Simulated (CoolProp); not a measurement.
Vapour-liquid equilibrium of propane (1) + toluene (2) at 141 kPa; x and y are mole fractions of (1).

Values from CoolProp's multi-fluid Helmholtz-energy mixture model, Lemmon 2009 and Lemmon 2006; pair parameters Bell 2016.

```tsv
x	bubble temperature, mixture model (K)	bubble temperature, Raoult's law (K)	y, mixture model	y, Raoult's law
0.05	322.9	338.9	0.913	0.844
0.125	[?]	303.7	0.989	0.969
0.2	266.8	286.4	0.996	0.989
0.275	[?]	275.5	0.998	0.995
0.35	253.7	267.8	0.999	0.997
0.425	250.6	261.9	0.999	0.998
0.5	248.4	257.2	0.999	0.999
0.575	246.8	253.2	0.999	0.999
0.65	245.4	249.9	0.999	1.000
0.725	[?]	247.0	1.000	1.000
0.8	243.0	244.4	1.000	1.000
0.875	241.6	242.1	1.000	1.000
0.95	240.0	240.1	1.000	1.000
```

Problem. Some entries are withheld; supply them.

Solution. 
- 0.125, bubble temperature, mixture model (K): 282.4
- 0.275, bubble temperature, mixture model (K): 258.6
- 0.725, bubble temperature, mixture model (K): 244.2

The largest gap from Raoult's law is -21.3 K in bubble temperature, at x = 0.125. No azeotrope shows between x = 0.05 and 0.95.

The pair parameters rest on a limited set of measurements; away from them the model extrapolates. With so large a gap from Raoult's law the liquid may split in two, which this calculation doesn't test in full.
